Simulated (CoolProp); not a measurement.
A simple Rankine cycle with R245fa: condensing at 309.15 K, boiler at 1.07 MPa, turbine inlet 370.7 K, turbine efficiency 0.8, pump efficiency 0.7, no recuperator. Each further row changes one setting.

The numbers come from the reference Helmholtz-energy equation of state, Akasaka 2015 in CoolProp.

| case | thermal efficiency (%) | net work (kJ/kg) | heat in (kJ/kg) | turbine exit temperature (K) | volume ratio over the turbine |
|---|---|---|---|---|---|
| as stated | … | 23.2 | 229 | 331.3 | 5.17 |
| turbine inlet 390.7 K | 10.0 | … | 252 | 353.1 | … |
| condensing temperature 301.15 K | 11.4 | 27.3 | 240 | 325.7 | 6.80 |
| boiler pressure 0.749 MPa | … | … | 236 | 342.4 | 3.46 |
| turbine efficiency 0.7 | 8.8 | 20.1 | 229 | 334.4 | 5.23 |

Problem. Complete the blanks.

Solution. 
- as stated, thermal efficiency (%): 10.1
- turbine inlet 390.7 K, net work (kJ/kg): 25.4
- turbine inlet 390.7 K, volume ratio over the turbine: 5.01
- boiler pressure 0.749 MPa, thermal efficiency (%): 8.1
- boiler pressure 0.749 MPa, net work (kJ/kg): 19.1
